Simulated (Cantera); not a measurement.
Carbothermic reduction: Fe2O3 + CO + H2

Input: 1 mol Fe2O3, 0.81 mol CO, 3.6 mol H2, held at 11.3 Torr.

Method: chemical equilibrium by Gibbs-energy minimisation in Cantera with the NASA 1993 tables (ideal gas, pure condensed phases). Candidate condensed phases: C, C6H6, C7H8, C8H18, Fe, Fe(CO)5, FeO, Fe(OH)2, Fe(OH)3, Fe2O3, Fe3O4, H2O; 114 gas species. Each liquid is taken as pure. Mutual solubility and eutectic melting of coexisting phases are not modelled. The tables' stoichiometric FeO is somewhat more stable than real wüstite, so its field is too wide. FeO: taken at fixed stoichiometry. Rates play no part.

```json
[
 {"T (K)": "1973", "x H2": "0.541", "x H2O": "0.253", "x Fe": "0.0179", "x CO": "0.163", "x H": "0.00810", "x CO2": "0.0170", "x OH": "0.000360", "x FeO": "0.000156", "n Fe(l)": "0.139", "n FeO(l)": "1.78"},
 {"T (K)": "2023", "x H2": "0.530", "x H2O": "0.250", "x Fe": "0.0314", "x CO": "0.161", "x H": "0.0113", "x CO2": "0.0162", "x OH": "0.000554", "x FeO": "0.000311", "n Fe(l)": "0.0773", "n FeO(l)": "1.78"},
 {"T (K)": "2073", "x H2": "0.510", "x H2O": "0.248", "x Fe": "0.0521", "x CO": "0.157", "x H": "0.0153", "x CO2": "0.0157", "x OH": "0.000849", "x FeO": "0.000599", "n Fe(l)": "0", "n FeO(l)": "1.75"},
 {"T (K)": "2123", "x H2": "0.470", "x H2O": "0.264", "x Fe": "0.0755", "x CO": "0.151", "x H": "0.0201", "x CO2": "0.0169", "x OH": "0.00139", "x FeO": "0.00112", "n Fe(l)": "0", "n FeO(l)": "1.63"},
 {"T (K)": "2173", "x H2": "0.423", "x H2O": "0.282", "x Fe": "0.103", "x CO": "0.143", "x H": "0.0256", "x CO2": "0.0184", "x OH": "0.00229", "x FeO": "0.00201", "n Fe(l)": "0", "n FeO(l)": "1.47"},
 {"T (K)": "2223", "x H2": "0.370", "x H2O": "0.301", "x Fe": "0.135", "x CO": "0.135", "x H": "0.0318", "x CO2": "0.0205", "x OH": "0.00374", "x FeO": "0.00354", "n Fe(l)": "0", "n FeO(l)": "1.28"},
 {"T (K)": "2273", "x H2": "0.314", "x H2O": "0.319", "x Fe": "0.168", "x CO": "0.125", "x H": "0.0384", "x CO2": "0.0230", "x OH": "0.00607", "x FeO": "0.00605", "n Fe(l)": "0", "n FeO(l)": "1.04"},
 {"T (K)": "2323", "x H2": "0.258", "x H2O": "0.335", "x Fe": "0.201", "x CO": "0.114", "x H": "0.0452", "x CO2": "0.0260", "x OH": "0.00974", "x FeO": "0.0101", "n Fe(l)": "0", "n FeO(l)": "0.774"},
 {"T (K)": "2373", "x H2": "0.205", "x H2O": "0.343", "x Fe": "0.233", "x CO": "0.102", "x H": "0.0516", "x CO2": "0.0292", "x OH": "0.0153", "x FeO": "0.0164", "n Fe(l)": "0", "n FeO(l)": "0.456"},
 {"T (K)": "2423", "x H2": "0.157", "x H2O": "0.340", "x Fe": "0.263", "x CO": "0.0888", "x H": "0.0573", "x CO2": "0.0323", "x OH": "0.0235", "x FeO": "0.0262", "n Fe(l)": "0", "n FeO(l)": "0.0584"},
 {"T (K)": "2473", "x H2": "0.151", "x H2O": "0.321", "x Fe": "0.263", "x CO": "0.0875", "x H": "0.0708", "x CO2": "0.0304", "x OH": "0.0302", "x FeO": "0.0277", "n Fe(l)": "0", "n FeO(l)": "0"}
]
```
x: gas mole fraction; n: condensed amount in mol.

From 1973 K to 2023 K the condensed part is Fe(l) + FeO(l). From 2073 K to 2423 K the condensed part is FeO(l). At 2473 K nothing is condensed. The main Fe-bearing gas is Fe throughout. The share of Fe in condensed phases is highest at 1973 K (95.9 %) and lowest at 2473 K (0.0 %).
